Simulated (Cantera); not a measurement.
**Stirred combustor or abatement burner**

A perfectly stirred reactor is fed with CH4 : H2 : O2 : N2 : CO2 = 1 : 0.17 : 5.21 : 19.6 : 0.08 (molar parts), at 7500 Torr; it is adiabatic with a 775 K inlet, and is followed from long to short residence time, starting on the burning branch (τ in s: 0.047, 0.021, 0.0095, 0.0042, 0.0019, 0.00086, 0.00038, 0.00017, 7.7e-05, 3.5e-05, 1.6e-05, 7e-06).

Model: GRI-Mech 3.0 (53 species, 325 reactions), integrated in Cantera.

| τ (s) | T (K) | x CH4 | x H2 | x O2 | x C2H2 | x H |
|---|---|---|---|---|---|---|
| 0.047 | 1681 | 1.07e-5 | 7.58e-6 | 0.120 | 3.90e-9 | 2.78e-7 |
| 0.021 | 1680 | 1.97e-5 | 1.33e-5 | 0.120 | 1.01e-8 | 5.46e-7 |
| 0.0095 | 1678 | 3.56e-5 | 2.38e-5 | 0.120 | 2.32e-8 | 1.10e-6 |
| 0.0042 | 1674 | 6.59e-5 | 4.43e-5 | 0.121 | 5.07e-8 | 2.31e-6 |
| 0.0019 | 1666 | 0.000123 | 8.40e-5 | 0.121 | 1.04e-7 | 4.75e-6 |
| 0.00086 | 1651 | 0.000250 | 0.000172 | 0.122 | 2.24e-7 | 9.57e-6 |
| 0.00038 | 1593 | 0.000838 | 0.000548 | 0.126 | 8.63e-7 | 1.73e-5 |
| 0.00017 | 775 | 0.0384 | 0.00652 | 0.200 | <1e-12 | <1e-12 |
| 7.7e-5 | 775 | 0.0384 | 0.00652 | 0.200 | <1e-12 | <1e-12 |
| 3.5e-5 | 775 | 0.0384 | 0.00652 | 0.200 | <1e-12 | <1e-12 |
| 1.6e-5 | 775 | 0.0384 | 0.00652 | 0.200 | <1e-12 | <1e-12 |
| 7.0e-6 | 775 | 0.0384 | 0.00652 | 0.200 | <1e-12 | <1e-12 |
x: mole fraction; the columns are a selection and need not sum to one.
